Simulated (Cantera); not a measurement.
Diamond growth

A diamond (100) surface in a fixed gas of H2 with x(CH4) = 0.012, x(CH3) = 0.001, at 1375 K, 0.0740 bar; coverages are run to steady state.

Detailed kinetics in Cantera: the Harris–Goodwin 1993 mechanism for the reconstructed diamond (100) surface.

| x(H) | growth (µm/h) | θ c6HH | θ c6H* | θ c6*H | θ c6** | θ c6HM |
|---|---|---|---|---|---|---|
| 0.0001 | 0.142 | 0.698 | 0.0283 | 0.269 | 0.00326 | 0.000274 |
| 0.00024 | 0.821 | 0.558 | 0.0407 | 0.387 | 0.00950 | 0.000408 |
| 0.00057 | 3.01 | 0.453 | 0.0494 | 0.469 | 0.0205 | 0.000541 |
| 0.0014 | 7.46 | 0.390 | 0.0541 | 0.514 | 0.0348 | 0.000680 |
| 0.0033 | 12.8 | 0.360 | 0.0560 | 0.532 | 0.0469 | 0.000791 |
| 0.0078 | 18.7 | 0.346 | 0.0569 | 0.539 | 0.0550 | 0.000850 |
| 0.019 | 26.9 | 0.339 | 0.0573 | 0.541 | 0.0595 | 0.000839 |
| 0.045 | 40.0 | 0.336 | 0.0579 | 0.542 | 0.0616 | 0.000750 |
| 0.11 | 60.9 | 0.335 | 0.0589 | 0.542 | 0.0629 | 0.000578 |
θ: site fractions in the mechanism's names (c6HH fully hydrogenated, c6H* and c6*H radical sites, c6** diradical, c6HM methylated).
